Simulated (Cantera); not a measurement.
**Ignition delay**

Mixture: 15.0 % H₂, 17.8 % O₂, 67.2 % N₂, at 2800000 Pa, adiabatic and at constant volume. Ignition delay is the time to a rise of 400 K.

Computed with Cantera and GRI-Mech 3.0 (53 species, 325 reactions). The hydrogen kinetics of GRI-Mech 3.0 are dated; newer H2 mechanisms differ, most at raised pressure. The pressure lies above the range GRI-Mech 3.0 was tuned for (to about 10 atm).

| T0 (K) | delay (ms) |
|---|---|
| 973 | 13.9 |
| 1048 | 2.73 |
| 1123 | 0.638 |
| 1198 | 0.165 |
| 1273 | 0.0433 |
| 1348 | 0.00945 |

```json
{
 "apparent activation energy between 1198 and 1348 K": "260 kJ/mol"
}
```
